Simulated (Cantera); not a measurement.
Charge: 1 mol Si, 1.4 mol HCl, 11 mol H2, held at 1023.15 K and 0.210 bar.

Method: chemical equilibrium by Gibbs-energy minimisation in Cantera with the NASA 1993 tables (ideal gas, pure condensed phases). Candidate condensed phases: Si; 19 gas species. The tables' values for SiCl3 are old estimates; treat these amounts as uncertain. Equilibrium is a limit: real reactors are often held back by kinetics, nucleation or transport.

Question: What is the equilibrium state?

Answer: 
- x(H2): 0.958
- x(SiCl4): 0.0171
- x(HCl): 0.0136
- x(SiHCl3): 0.0102
- x(SiH2Cl2): 0.000671
- x(SiCl3): 0.000528
- x(SiCl2): 0.000344
- x(SiH3Cl): 1.14e-5
- n(Si(s)): 0.653 mol
- gas amount: 12.06 mol
